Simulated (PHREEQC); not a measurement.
Make-up at 20 °C: 2 mmol/kgw H3PO4. Closed to the air; pH follows from the charge balance.

All values are PHREEQC results (ion-association model, phreeqc.dat), not measurements.

```
Quantity                        Value
--------------------  ---------------
pH                               2.80
ionic strength        0.00165 mol/kgw
specific conductance        543 µS/cm
total alkalinity         -2.00 meq/kg
```

```tsv
species	molality	activity	log γ
H+	0.00165	0.00159	-0.018
H2PO4-	0.00165	0.00158	-0.019
H3PO4	0.000347	0.000347	0.000
HPO4-2	7.19e-8	6.02e-8	-0.077
```

Precipitation was switched off in this run.
